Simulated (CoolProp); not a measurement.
The numbers come from the reference Helmholtz-energy equation of state, Platzer 1990 in CoolProp. This equation is an older, rougher fit; its heat capacities, sound speeds and derivatives of the liquid may be far off and weren't checked against measurements.

Problem. Give the vapour pressure (bar), liquid density (kg/m³), enthalpy of vaporisation (kJ/kg), vapour Z of saturated CF4 (R14) at -92.15 °C.

Solution. 
| T (°C) | p (bar) | liquid density (kg/m³) | enthalpy of vaporisation (kJ/kg) | vapour Z |
|---|---|---|---|---|
| -92.15 | 7.34 | 1390 | 110 | 0.847 |
